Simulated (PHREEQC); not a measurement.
Solution (25 °C): 0.0019 mol/kgw ZnCl2 and 0.0027 mol/kgw CO2. Closed to the air; pH follows from the charge balance.

The numbers come from PHREEQC with the ion-association model, phreeqc.dat.

This is a speciation only: nothing precipitates in the calculation.

**Question.** Predict the pH, specific conductance.

**Answer.** pH 4.43; specific conductance 468 µS/cm.

**Question.** In which forms is C present?

**Answer.** CO2 99 %, HCO3- 1.3 % of the C.

Complexes and solids missing from the database can't appear.
